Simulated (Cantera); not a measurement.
Feed: 1 mol CH₃SiH₃, 0.43 mol C₂H₂, 130 mol H₂, at 1.33 mbar.

Method: chemical equilibrium by Gibbs-energy minimisation in Cantera with the NASA 1993 tables (ideal gas, pure condensed phases). Candidate condensed phases: C, C₆H₆, C₇H₈, C₈H₁₈, Si, SiC; 87 gas species. The feed counts by its element totals alone. Kinetics and transport are ignored.

### Question
Which condensed phases are stable at each of these points (T (K)): 973, 1123, 1273, 1423, 1573, 1723, 1873, 2023, 2173, 2323, 2473?

### Answer
| T (K) | condensed phases | Si condensed (%) |
|---|---|---|
| 973 | C(graphite) + SiC(s) | 100.0 |
| 1123 | C(graphite) + SiC(s) | 100.0 |
| 1273 | C(graphite) + SiC(s) | 100.0 |
| 1423 | C(graphite) + SiC(s) | 100.0 |
| 1573 | C(graphite) + SiC(s) | 100.0 |
| 1723 | C(graphite) + SiC(s) | 99.8 |
| 1873 | C(graphite) + SiC(s) | 96.8 |
| 2023 | C(graphite) + SiC(s) | 60.4 |
| 2173 | C(graphite) | 0.0 |
| 2323 | C(graphite) | 0.0 |
| 2473 | gas only | 0.0 |

From 973 K to 2023 K the condensed part is C(graphite) + SiC(s). From 2173 K to 2323 K the condensed part is C(graphite). At 2473 K nothing is condensed.
